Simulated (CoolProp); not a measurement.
Vapour-liquid equilibrium of carbonyl sulfide (1) + propane (2) at 320.9 K; x and y are mole fractions of (1).

Values from CoolProp's multi-fluid Helmholtz-energy mixture model, Lemmon 2006 and Lemmon 2009; pair parameters Bell 2016.

### Question
Give the bubble pressure and the first vapour's composition at x = 0.05, 0.2, 0.35. Is there an azeotrope?

### Answer
x = 0.05: 16.65 bar, y = 0.063; x = 0.2: 17.55 bar, y = 0.236; x = 0.35: 18.35 bar, y = 0.394. No azeotrope shows between x = 0.05 and 0.95.

Pair parameters are fitted to limited data, so mixtures are less certain than the pure fluids.
